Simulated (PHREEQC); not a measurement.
Synthetic water in mmol/kgw, 75 °C, pH 7.53, pe 12.9:

```
constituent                mmol/kgw
-------------------------  --------
Na                             39.7
K                               9.7
Ca                             42.8
Mg                             11.4
Cl                              134
S(6)                           8.24
Alkalinity (meq/kgw)          0.125
Li                           0.0505
Zn                            0.404
Si                           0.0896
O(0) (counted as O atoms)      0.52
Br                            0.455
```

Cl is adjusted to close the charge balance.
Valence states are taken as typed.

All values are PHREEQC results (ion-association model, phreeqc.dat), not measurements.

Precipitation was switched off in this run.

Task: Order these Mg species by the share of Mg that they hold, largest first: Mg+2, MgOH+, MgSO4.

Result: Mg+2 (84 %), MgSO4 (16 %), MgOH+ (0.20 %)

The pH is 7.53 and the ionic strength 0.203 mol/kgw. Constants without temperature data keep their 25 °C values here.
